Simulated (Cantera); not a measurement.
Feed: 1 mol CS₂, 0.022 mol SO₂, 5.1 mol H₂, 0.22 mol O₂, equilibrated at 2625 K and 57.0 Torr.

Equilibrium computed with Cantera from the NASA thermochemical tables; the gas is ideal and each condensed phase is pure. Rates play no part.

```json
[
 {"species": "H₂", "before": "0.600", "after": "0.671"},
 {"species": "CO", "before": "0.0648", "after": "0.0686"},
 {"species": "S₂", "before": "0.0484", "after": "0.0634"},
 {"species": "H", "before": "0.119", "after": "0.0527"},
 {"species": "S", "before": "0.0577", "after": "0.0287"},
 {"species": "CS₂", "before": "0.00649", "after": "0.0156"},
 {"species": "H₂S", "before": "0.00589", "after": "0.0106"},
 {"species": "SH", "before": "0.0349", "after": "0.0319"},
 {"species": "CS", "before": "0.0626", "after": "0.0575"},
 {"species": "COS", "before": "2.56e-5", "after": "4.24e-5"},
 {"species": "C₂H₂ (acetylene)", "before": "1.53e-5", "after": "2.27e-5"}
]
```
Gas species are given as mole fractions.

Q: What was changed between the two runs?
(A) temperature from 2625 K to 2175 K
(B) SO₂ from 0.022 to 0.93 mol
(C) temperature from 2625 K to 2700 K
(D) temperature from 2625 K to 2423 K

A: D, temperature from 2625 K to 2423 K
